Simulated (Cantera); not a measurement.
An isothermal, constant-pressure homogeneous reactor starts with NO : N2 = 1 : 0.52 (molar parts), at 2075 K and 0.592 atm.

Computed with Cantera and GRI-Mech 3.0 (53 species, 325 reactions).

x: mole fraction; the columns are a selection and need not sum to one.

```csv
t (s),x NO,x NO2,x N2O,x N2,x O2
8.00e-5,0.658,(withheld),3.72e-5,0.342,1.22e-6
0.000241,0.658,(withheld),9.36e-5,0.342,1.40e-5
0.000728,0.657,(withheld),0.000173,0.342,0.000182
0.00220,0.655,(withheld),0.000203,0.343,0.00109
0.00663,0.649,(withheld),0.000200,0.346,0.00398
0.0200,0.632,(withheld),0.000187,0.355,0.0127
0.0603,0.579,(withheld),0.000153,0.381,0.0388
0.182,0.441,(withheld),8.45e-5,0.450,0.108
0.549,0.199,(withheld),1.66e-5,0.571,0.229
1.66,0.0390,(withheld),9.74e-7,0.651,0.309
5.00,0.0117,(withheld),4.34e-7,0.665,0.322
```

Task: Fill in the missing entries.

Result: 
- 8.00e-5, x NO2: 1.49e-5
- 0.000241, x NO2: 6.34e-5
- 0.000728, x NO2: 0.000156
- 0.00220, x NO2: 0.000185
- 0.00663, x NO2: 0.000202
- 0.0200, x NO2: 0.000244
- 0.0603, x NO2: 0.000322
- 0.182, x NO2: 0.000381
- 0.549, x NO2: 0.000246
- 1.66, x NO2: 5.59e-5
- 5.00, x NO2: 1.72e-5
